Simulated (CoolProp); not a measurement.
Computed with CoolProp (reference Helmholtz-energy equation of state, Akasaka 2024).

Question: Give the vapour pressure (MPa), liquid density (kg/m³), vapour density (kg/m³), enthalpy of vaporisation (kJ/kg) of saturated R1132(E) at 269.5, 291.5, 319.1 K.

Answer: 
| T (K) | p (MPa) | liquid density (kg/m³) | vapour density (kg/m³) | enthalpy of vaporisation (kJ/kg) |
|---|---|---|---|---|
| 269.5 | 0.728 | 1010 | 24.0 | 256 |
| 291.5 | 1.39 | 941 | 46.3 | 225 |
| 319.1 | 2.75 | 823 | 101 | 174 |
